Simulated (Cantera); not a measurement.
A closed system holds: 1 mol SiH2Cl2, 13 mol NH3, 1.2 mol N2, at 2048.15 K and 1330 Pa.

Equilibrium computed with Cantera from the NASA thermochemical tables; the gas is ideal and each condensed phase is pure. Candidate condensed phases: NH4Cl, Si, Si3N4; 28 gas species. The tables' values for SiCl, SiN, SiCl3 are old estimates; treat these amounts as uncertain. Gases not in the tables: Si2H6 and higher silanes. Equilibrium is a limit: real reactors are often held back by kinetics, nucleation or transport.

Base state: H2 0.659, N2 0.260, HCl 0.0491, H 0.0158, SiCl2 0.00828, Si 0.00568, SiCl 0.000939, Cl 0.000869 (mole fractions); condensed: Si(l).

Q: What changes in the equilibrium state with this change: temperature from 2048.15 K to 1848 K?

A: 
| species | before | after |
|---|---|---|
| H2 | 0.659 | 0.674 |
| N2 | 0.260 | 0.263 |
| HCl | 0.0491 | 0.0480 |
| H | 0.0158 | 0.00377 |
| Si | 0.00568 | 0.000471 |
| SiCl2 | 0.00828 | 0.00990 |
| Si2 | 6.59e-5 | 3.27e-6 |
| Si3 | 1.38e-5 | 7.59e-7 |
| SiH | 0.000323 | 4.45e-5 |
| SiN | 7.77e-5 | 1.07e-5 |
| Si(l), mol | 0.533 | 0.686 |
The tables' values for SiCl, SiCl3, SiN are old estimates; treat these amounts as uncertain.

Q: What changes in the equilibrium state with this change: temperature from 2048.15 K to 1825 K?

A: 
```json
[
 {"species": "H2", "before": "0.659", "after": "0.675"},
 {"species": "N2", "before": "0.260", "after": "0.263"},
 {"species": "HCl", "before": "0.0491", "after": "0.0477"},
 {"species": "H", "before": "0.0158", "after": "0.00313"},
 {"species": "Si", "before": "0.00568", "after": "0.000341"},
 {"species": "SiCl2", "before": "0.00828", "after": "0.0101"},
 {"species": "Si2", "before": "6.59e-5", "after": "2.22e-6"},
 {"species": "Si3", "before": "1.38e-5", "after": "5.21e-7"},
 {"species": "SiH", "before": "0.000323", "after": "3.44e-5"},
 {"species": "SiN", "before": "7.77e-5", "after": "8.32e-6"},
 {"species": "Si2N", "before": "9.77e-5", "after": "1.30e-5"},
 {"species": "Si(l), mol", "before": "0.533", "after": "0.686"}
]
```
The tables' values for SiCl, SiCl3 are old estimates; treat these amounts as uncertain.
